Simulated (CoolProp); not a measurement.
The numbers come from the reference Helmholtz-energy equation of state, Zhou 2011 in CoolProp.

Task: For dimethyl carbonate, give the phase and the Joule-Thomson coefficient (K/MPa), isothermal compressibility (1/MPa), expansivity (1/kK) at 600 K and 3680 kPa; 600 K and 5150 kPa; 600 K and 7360 kPa.

Result: 
- 600 K and 3680 kPa: gas; Joule-Thomson coefficient 7.66, isothermal compressibility 0.368, expansivity 4.00
- 600 K and 5150 kPa: supercritical; Joule-Thomson coefficient 9.00, isothermal compressibility 0.330, expansivity 6.95
- 600 K and 7360 kPa: supercritical; Joule-Thomson coefficient 8.16, isothermal compressibility 0.307, expansivity 17.2
